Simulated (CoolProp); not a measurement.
Hydrogen chloride along the isotherm 266.3 K: density (kg/m³) from the reference equation and from simpler models built on Tc = 324.7 K, pc = 8.314 MPa, ω = 0.130; each cubic takes its own stable root.

Computed with CoolProp (reference Helmholtz-energy equation of state, Thol 2018).

| p (MPa) | phase | reference | van der Waals | Soave-Redlich-Kwong |
|---|---|---|---|---|
| 9.24 | liquid | [?] | 598.4 | 844.1 |
| 18.5 | liquid | 1011 | 632.4 | [?] |
| 27.7 | liquid | [?] | 655.4 | 903.8 |
| 36.9 | liquid | 1054 | 672.9 | 925.2 |
| 46.2 | liquid | 1071 | 687.2 | 943.5 |
| 55.4 | liquid | 1087 | 699.0 | 959.3 |
| 64.7 | liquid | 1101 | 709.2 | 973.4 |
| 73.9 | liquid | 1114 | 718.0 | [?] |
| 83.1 | liquid | 1126 | 725.9 | 997.0 |

Question: Complete the blanks.

Answer: 
- 9.24, reference: 982.4
- 18.5, Soave-Redlich-Kwong: 877.7
- 27.7, reference: 1034
- 73.9, Soave-Redlich-Kwong: 985.8
